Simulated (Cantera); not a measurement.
Charge: 1 mol Pb, 0.66 mol H₂, equilibrated at 500000 Pa.

Equilibrium computed with Cantera from the NASA thermochemical tables; the gas is ideal and each condensed phase is pure. Candidate condensed phases: Pb; 4 gas species. Kinetics and transport are ignored.

log p: log10 of the partial pressure in bar; n: condensed amount in mol.

| T (°C) | log p H₂ | log p Pb | log p H | log p Pb₂ | n Pb(s) | n Pb(l) |
|---|---|---|---|---|---|---|
| 177 | 0.70 | <-11 | <-11 | <-11 | 1.00 | 0 |
| 277 | 0.70 | <-11 | <-11 | <-11 | 1.00 | 0 |
| 377 | 0.70 | -10.03 | <-11 | <-11 | 0 | 1.00 |
| 477 | 0.70 | -8.02 | <-11 | <-11 | 0 | 1.00 |
| 577 | 0.70 | -6.50 | -10.34 | <-11 | 0 | 1.00 |
| 677 | 0.70 | -5.30 | -8.91 | ___ | 0 | 1.000 |
| 777 | 0.70 | -4.33 | -7.74 | ___ | 0 | 1.000 |
| 877 | 0.70 | -3.54 | -6.78 | ___ | 0 | 1.000 |
| 977 | 0.70 | -2.87 | -5.97 | ___ | 0 | 1.000 |

### Question
Complete the blanks.

### Answer

- 677, log p Pb₂: -11.14
- 777, log p Pb₂: -9.53
- 877, log p Pb₂: -8.20
- 977, log p Pb₂: -7.09
